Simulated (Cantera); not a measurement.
What does this Cantera script print?

```python
import numpy as np
import cantera as ct

gas_names = """
    CL CL2 H HCL H2 Si SiCL SiCL2 SiCL3 SiCL4 SiH SiHCL3 SiH2 SiH2CL2 SiH3 SiH3CL SiH4 Si2 Si3
""".split()
cond_names = """
    Si(cr) Si(L)
""".split()


def load(file, names, dense=False):
    # The tables refer to 1 bar. Condensed volumes are neglected.
    table = {s.name: s for s in ct.Species.list_from_file(file)}
    out = []
    for n in names:
        d = dict(table[n].input_data)
        d["thermo"] = dict(d["thermo"], **{"reference-pressure": 1e5})
        if dense:
            d["equation-of-state"] = {"model": "constant-volume", "density": "1e6 g/cm^3"}
        out.append(ct.Species.from_dict(d))
    return out


gas = ct.Solution(thermo="ideal-gas", species=load("nasa_gas.yaml", gas_names))
cond = {s.name: ct.Solution(thermo="fixed-stoichiometry", species=[s], name=s.name)
        for s in load("nasa_condensed.yaml", cond_names, dense=True)}
atoms = {
    'SiCl4': {'Si': 1, 'CL': 4},
    'HCl': {'H': 1, 'CL': 1},
    'H2': {'H': 2},
}
top_T = {}  # K; cautious upper limits of use, not melting points


def equilibrate(T, P, feed):
    n = {}
    for name, mol in feed.items():
        for a, k in atoms[name].items():
            n[a] = n.get(a, 0.0) + k * mol
    gas.TPX = T, P, n
    mass = sum(n.values()) * gas.mean_molecular_weight
    gas.equilibrate("TP")
    valid = [c for c in cond.values() if c.min_temp <= T <= top_T.get(c.name, c.max_temp)]
    mix = ct.Mixture([(gas, mass / gas.mean_molecular_weight)] + [(c, 0.0) for c in valid])
    mix.T, mix.P = T, P
    mix.equilibrate("TP", solver="vcs", rtol=1e-11, max_steps=5000)
    return mix


results = []
feed = {'SiCl4': 1, 'HCl': 0.68, 'H2': 2.5}  # mol
T = 1273.15  # K
P = 14000  # Pa
mix = equilibrate(T, P, feed)
results.append((T, P, feed, dict(zip(mix.species_names, mix.species_moles))))
print(gas.report(threshold=0.0001))
for i in range(1, mix.n_phases):
    print(f"{mix.phase(i).name:16s} {mix.phase_moles(i):12.5e} mol")
```

It prints:

```
       temperature   1273.2 K
          pressure   14000 Pa
           density   0.061886 kg/m^3
  mean mol. weight   46.792 kg/kmol
   phase of matter   gas

                          1 kg             1 kmol
                     ---------------   ---------------
          enthalpy       -2.4966e+06       -1.1682e+08  J
   internal energy       -2.7228e+06       -1.2741e+08  J
           entropy            6002.5        2.8087e+05  J/K
    Gibbs function       -1.0139e+07       -4.7441e+08  J
 heat capacity c_p            1032.6             48317  J/K
 heat capacity c_v            854.88             40002  J/K

                      mass frac. Y      mole frac. X     chem. pot. / RT
                     ---------------   ---------------   ---------------
               HCL           0.17111           0.21961           -37.127
                H2          0.023528           0.54609            -20.71
             SiCL2          0.024504          0.011584           -60.719
             SiCL3          0.052081          0.018128           -87.491
             SiCL4           0.67473           0.18584           -114.26
            SiHCL3          0.053503          0.018484           -97.846
           SiH2CL2        0.00054927        0.00025447           -81.428
     [  +12 minor]        1.7965e-06        2.8807e-06

Si(cr)            0.00000e+00 mol
```

Equilibrium computed with Cantera from the NASA thermochemical tables; the gas is ideal and each condensed phase is pure. The tables' values for SiCl3 are old estimates; treat these amounts as uncertain.
